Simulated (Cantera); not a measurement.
Thermodynamics of silicon epitaxy and polysilicon growth, feed SiH₂Cl₂ + Cl₂ + H₂

A closed system holds: 1 mol SiH₂Cl₂, 0.69 mol Cl₂, 12 mol H₂, held at 1600 Pa.

Method: chemical equilibrium by Gibbs-energy minimisation in Cantera with the NASA 1993 tables (ideal gas, pure condensed phases). Candidate condensed phases: Si; 19 gas species. The tables' values for SiCl₃ are old estimates; treat these amounts as uncertain. Kinetics and transport are ignored.

```tsv
T (K)	log p H₂	log p HCl	log p SiCl₂	log p SiCl₄	log p SiHCl₃	log p SiCl₃	log p SiH₂Cl₂	n Si(s)
1048	-1.84	-3.22	-4.32	-3.19	-3.81	-4.39	-5.36	0.222
1073	-1.84	-3.14	-4.16	-3.22	-3.83	-4.29	-5.37	0.236
1098	-1.84	-3.08	-4.00	-3.26	-3.86	-4.20	-5.39	0.250
1123	-1.85	-3.02	-3.86	-3.30	-3.90	-4.13	-5.41	0.261
1148	-1.85	-2.96	-3.73	-3.36	-3.95	-4.07	-5.44	0.269
1173	-1.86	-2.91	-3.61	-3.43	-4.01	-4.02	-5.48	0.274
1198	-1.86	-2.87	-3.51	-3.51	-4.07	-3.98	-5.52	0.274
1223	-1.86	-2.83	-3.42	-3.61	-4.15	-3.96	-5.57	0.271
1248	-1.87	-2.80	-3.34	-3.72	-4.24	-3.96	-5.62	0.265
1273	-1.87	-2.78	-3.28	-3.85	-4.34	-3.97	-5.69	0.257
1298	-1.87	-2.76	-3.23	-4.00	-4.45	-4.00	-5.76	0.247
1323	-1.87	-2.75	-3.19	-4.15	-4.57	-4.04	-5.84	0.238
1348	-1.87	-2.74	-3.16	-4.32	-4.70	-4.09	-5.92	0.229
1373	-1.88	-2.73	-3.13	-4.49	-4.83	-4.15	-6.00	0.220
```
log p: log10 of the partial pressure in bar; n: condensed amount in mol.

From 1048 K to 1373 K the condensed part is Si(s). The main Si-bearing gas is SiCl₄ at 1048 K and SiCl₂ at 1373 K.
